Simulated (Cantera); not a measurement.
Input: 1 mol SiCl₄, 37 mol NH₃, 9.4 mol H₂, equilibrated at 1000 Pa.

Equilibrium computed with Cantera from the NASA thermochemical tables; the gas is ideal and each condensed phase is pure. Candidate condensed phases: NH₄Cl, Si, Si₃N₄; 28 gas species. Rates play no part.

Over these rows the condensed part is Si₃N₄(s). Partial pressures as log10 of bar:

```csv
T (K),1000/T (1/K),log p SiCl₄,log p H₂,log p N₂,log p HCl
700,1.4286,-6.99,-2.13,-2.68,-3.33
900,1.1111,?,-2.13,-2.68,-3.33
1100,0.9091,-7.94,-2.13,-2.68,-3.33
1300,0.7692,-8.18,-2.13,-2.68,-3.33
1500,0.6667,-8.40,-2.13,-2.68,-3.34
1700,0.5882,-8.93,-2.13,-2.67,-3.44
```

Problem. Fit log p(SiCl₄) = a + b·(1000/T) to the five rows, give the apparent enthalpy, and predict the row at 900 K.

Solution. Means: 1000/T = 0.8724, log p = -8.088. Sxy = 0.929108, Sxx = 0.4444377, so b = 2.09 and a = -8.088 − (2.09)×0.8724 = -9.91.
Apparent enthalpy: −19.145 × (2.09) = -40 kJ/mol. With the condensed phases at unit activity, 1/3 Si₃N₄(s) + 4 HCl(g) = SiCl₄(g) + 2 H₂(g) + 2/3 N₂(g) links this pressure to the main gases: over the six rows their terms move log p by -0.45 in all, so the slope isn't that reaction's ΔH° alone. The five rows lie within 0.25 of the line; that is curvature, so one enthalpy describes this range poorly.
Prediction at 900 K: -9.91 + (2.09)×1.1111 = -7.59. The computed value is -7.59, 0.00 from the line.
